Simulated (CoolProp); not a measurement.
Computed with CoolProp (reference Helmholtz-energy equation of state, Schmidt 1985).

Question: Give the vapour pressure (MPa), vapour Z, surface tension (mN/m), vapour viscosity (µPa s) of saturated oxygen at -143.75, -137.55 °C.

Answer: 
```json
[
 {"T (°C)": "-143.75", "p (MPa)": "1.70", "vapour Z": "0.763", "surface tension (mN/m)": "4.16", "vapour viscosity (µPa s)": "10.4"},
 {"T (°C)": "-137.55", "p (MPa)": "2.29", "vapour Z": "0.705", "surface tension (mN/m)": "2.94", "vapour viscosity (µPa s)": "11.1"}
]
```

Viscosity comes from a separate model (Lemmon 2004). Surface tension comes from a separate correlation (Mulero 2012).
